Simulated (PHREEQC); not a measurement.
A solution holds 0.3 mol HF, 0.0037 mol KF and 2e-05 mol H4SiO4 per kg of water, at 25 °C. Closed to the air; pH follows from the charge balance.

The numbers come from PHREEQC with the ion-association model, phreeqc.dat.

Q: The ionic strength comes out as 0.0239 mol/kgw. What activity coefficients do H+, K+, F-, SiF6-2, HF2- get?

A: H+ 0.88, K+ 0.86, F- 0.86, SiF6-2 0.56, HF2- 0.86.

Precipitation was switched off in this run. SiF6-2 is the database's only silicon fluoride.
